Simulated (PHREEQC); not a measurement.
Consider water at 20 °C with 0.0049 mol/kgw CuSO4, 0.0026 mol/kgw CaCl2 and 0.00053 mol/kgw NaH2PO4. Closed to the air; pH follows from the charge balance.

Computed with PHREEQC (ion-association model, wateq4f.dat).

```tsv
quantity	before	after
pH	4.99	5.12
ionic strength (mol/kgw)	0.0223	0.0119
Cu+2 (mol/kgw)	0.00396	0.00210
Ca+2 (mol/kgw)	0.00212	0.00112
CuSO4 (mol/kgw)	0.000910	0.000340
SI of Atacamite (Cu2(OH)3Cl)	-0.23	-0.55
SI of Tenorite (CuO)	-0.47	-0.42
```

Question: Name the change that produced these shifts.
(A) NaH2PO4 replaced by Na2SiO3 at the same molality
(B) NaH2PO4 replaced by Na3PO4 at the same molality
(C) CuSO4 from 0.0049 to 0.049 mol/kgw
(D) diluted 2-fold with water

Answer: D, diluted 2-fold with water

This is a speciation only: nothing precipitates in the calculation. Some of these states are supersaturated (in Antlerite, Brochantite, for instance). H3PO4, which wateq4f.dat lacks, is added to it with the constant of phreeqc.dat. The database has no phosphate complexes of Cu.
